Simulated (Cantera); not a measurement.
**Adiabatic ignition**

An adiabatic, constant-volume homogeneous reactor starts with 12.7 % H2, 15.9 % O2, 59.8 % N2, 11.6 % H2O, equivalence ratio 0.40, at 1800 K and 1.00 atm.

Computed with Cantera and GRI-Mech 3.0 (53 species, 325 reactions).

| t (s) | T (K) | P (bar) | x H2 | x O2 | x H2O | x NO2 | x NO | x OH |
|---|---|---|---|---|---|---|---|---|
| 5.00e-6 | 1802 | 1.01 | 0.121 | 0.156 | 0.120 | <1e-12 | 8.44e-10 | 0.00125 |
| 1.50e-5 | 2039 | 1.13 | 0.0215 | 0.0957 | 0.199 | 2.34e-9 | 9.34e-6 | 0.0264 |
| 4.51e-5 | 2391 | 1.29 | 0.0128 | 0.0943 | 0.222 | 2.09e-8 | 5.25e-5 | 0.0279 |
| 0.000136 | 2584 | 1.38 | 0.00630 | 0.0954 | 0.237 | 1.72e-7 | 0.000274 | 0.0227 |
| 0.000408 | 2591 | 1.38 | 0.00600 | 0.0952 | 0.238 | 6.12e-7 | 0.000955 | 0.0222 |
| 0.00122 | 2588 | 1.38 | 0.00596 | 0.0943 | 0.238 | 1.84e-6 | 0.00288 | 0.0220 |
| 0.00368 | 2581 | 1.38 | 0.00586 | 0.0922 | 0.238 | 4.75e-6 | 0.00747 | 0.0215 |
| 0.0111 | 2572 | 1.37 | 0.00574 | 0.0895 | 0.239 | 8.46e-6 | 0.0134 | 0.0208 |
| 0.0332 | 2570 | 1.37 | 0.00570 | 0.0888 | 0.239 | 9.45e-6 | 0.0150 | 0.0207 |
| 0.0998 | 2570 | 1.37 | 0.00570 | 0.0888 | 0.239 | 9.46e-6 | 0.0150 | 0.0207 |
| 0.300 | 2570 | 1.37 | 0.00570 | 0.0888 | 0.239 | 9.46e-6 | 0.0150 | 0.0207 |
x: mole fraction; the columns are a selection and need not sum to one.

| Property | Value |
|---|---|
| time of steepest temperature rise | 8.41 µs |
| temperature at 0.300 s | 2570 K |
| equilibrium temperature | 2570 K |
| x(H2) at 0.300 s | 0.00570 (gas-phase equilibrium 0.00570) |
| x(O2) at 0.300 s | 0.0888 (gas-phase equilibrium 0.0888) |
| x(H2O) at 0.300 s | 0.239 (gas-phase equilibrium 0.239) |
